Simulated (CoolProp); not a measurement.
A Linde-Hampson liquefier for normal hydrogen: isothermal reversible compression at 290 K from 1 atm to 15 MPa, throttling to 1 atm, return gas leaving the recuperator 10 K below the feed. Each further row changes one setting.

Model: reference Helmholtz-energy equation of state, Leachman 2009, in CoolProp.

```tsv
case	compression work (kJ/kg of gas)
as stated	6090
high pressure 30 MPa	7030
warm-end temperature 320 K	6710
warm-end gap 15 K	6090
```
